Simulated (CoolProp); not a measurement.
Vapour-liquid equilibrium of C3F8 (R218) (1) + R134a (2) at 1.01 MPa; x and y are mole fractions of (1).

The numbers come from the multi-fluid Helmholtz-energy mixture model, Lemmon 2006 and Tillner-Roth 1994; pair parameters Bell 2016 in CoolProp.

| x | bubble temperature (K) | y at the bubble point | dew temperature at overall composition x (K) | liquid density (mol/L) |
|---|---|---|---|---|
| 0.05 | 309.3 | 0.117 | 311.4 | 10.98 |
| 0.15 | 304.4 | 0.278 | 308.3 | 10.42 |
| 0.25 | 301.4 | 0.383 | 305.2 | 9.857 |
| 0.35 | 299.5 | 0.459 | 302.3 | 9.322 |
| 0.45 | 298.4 | 0.521 | 299.7 | 8.831 |
| 0.55 | 297.9 | 0.579 | 298.1 | 8.388 |
| 0.65 | 297.8 | 0.639 | 297.8 | 7.995 |
| 0.75 | 298.2 | 0.708 | 298.8 | 7.643 |
| 0.85 | 299.5 | 0.797 | 300.5 | 7.321 |
| 0.95 | 302.0 | 0.919 | 302.7 | 7.011 |

y crosses x between x = 0.55 and 0.65: the model has an azeotrope there.

The pair parameters rest on a limited set of measurements; away from them the model extrapolates.
